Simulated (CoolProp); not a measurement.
The fluid at 440.22 K and 0.132 MPa is compressed adiabatically to 0.811 MPa with isentropic efficiency 0.75. The same conditions are run with several fluids, on thermodynamics alone (safety and materials aside).

Values from CoolProp's reference Helmholtz-energy equation of state of each fluid (toluene: Lemmon 2006; ethane: Bücker 2006; nitrogen: Span 2000; n-octane: Beckmüller 2019).

Task: Rank toluene, ethane, nitrogen, n-octane by work (kJ/kg), highest first.

Result: nitrogen (413), ethane (325), toluene (93.6), n-octane (68.2)

```csv
fluid,final temperature (K),final phase,final density (kg/m³)
toluene,503.0,gas,20.8
ethane,566.6,gas,5.21
nitrogen,820.7,gas,3.32
n-octane,494.7,"two-phase, vapour fraction 0.839",35.0
```
